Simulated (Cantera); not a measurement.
Input: 1 mol Hg, 30 mol H2, 0.21 mol O2, held at 1623 K and 0.280 bar.

Method: chemical equilibrium by Gibbs-energy minimisation in Cantera with the NASA 1993 tables (ideal gas, pure condensed phases). Candidate condensed phases: H2O, Hg, HgO; 10 gas species. The numbers say what is thermodynamically allowed, not how fast it happens.

Base state: H2 0.954, Hg 0.0323, H2O 0.0135, H 0.000128 (mole fractions); condensed: gas only.

Question: What changes in the equilibrium state with this change: pressure from 0.280 bar to 1.70 mbar?

Answer: 
```tsv
species	before	after
H2	0.954	0.953
Hg	0.0323	0.0322
H2O	0.0135	0.0135
H	0.000128	0.00164
```

Question: What changes in the equilibrium state with this change: O2 from 0.21 to 0.036 mol?

Answer: 
```csv
species,before,after
H2,0.954,0.965
Hg,0.0323,0.0323
H2O,0.0135,0.00232
H,0.000128,0.000128
```
